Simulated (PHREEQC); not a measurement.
## Metal-bearing waste water: speciation

A solution holds 0.0025 mol/kgw FeSO4, 0.096 mol/kgw NiCl2 and 0.0075 mol/kgw CuCl2, at 20 °C. Closed to the air; pH follows from the charge balance.

Model: ion-association model, wateq4f.dat, run in PHREEQC.

This is a speciation only: nothing precipitates in the calculation.

Q: Estimate the pH.

A: pH 5.03.

Q: In which forms is Fe present?

A: Fe+2 92 %, FeCl+ 6.8 %, FeSO4 1.2 % of the Fe.

Saturation is exceeded, for instance for Atacamite, Brochantite; the values hold only as long as no solid forms. Complexes and solids missing from the database can't appear.
